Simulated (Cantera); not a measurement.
An isothermal, constant-pressure homogeneous reactor starts with C₂H₆ : H₂ = 1 : 2.1 (molar parts), at 1475 K and 2.40 Torr. Integrator tolerance rtol = 1e-08.

Model: GRI-Mech 3.0 (53 species, 325 reactions), integrated in Cantera. GRI-Mech 3.0 stops at C3 and has no aromatics, soot or wall deposition, so with more carbon than oxygen in the feed, carbon stays in small species such as C2H2 where larger ones or solid carbon would form. Radical loss at walls, strong at low pressure, is not modelled.

**Question.** What does this change do: pressure from 2.40 Torr to 48.0 Torr?

**Answer.** 
| quantity | before | after |
|---|---|---|
| x(C₂H₆) at 50.0 s | 5.25e-6 (gas-phase equilibrium 4.92e-9) | 2.30e-6 (gas-phase equilibrium 1.81e-6) |
| x(H₂) at 50.0 s | 0.751 (gas-phase equilibrium 0.803) | 0.784 (gas-phase equilibrium 0.788) |
| x(CH₄) at 50.0 s | 0.0760 (gas-phase equilibrium 0.00113) | 0.0282 (gas-phase equilibrium 0.0216) |
| x(CH₃) at 50.0 s | 0.000242 (gas-phase equilibrium 5.90e-6) | 3.20e-5 (gas-phase equilibrium 2.53e-5) |
| x(C₂H₂) at 50.0 s | 0.173 (gas-phase equilibrium 0.196) | 0.185 (gas-phase equilibrium 0.187) |
| x(CH₂) at 50.0 s | 2.70e-8 (gas-phase equilibrium 1.22e-9) | 1.44e-9 (gas-phase equilibrium 1.18e-9) |
| x(C₂H) at 50.0 s | 4.38e-8 (gas-phase equilibrium 8.10e-8) | 1.68e-8 (gas-phase equilibrium 1.75e-8) |
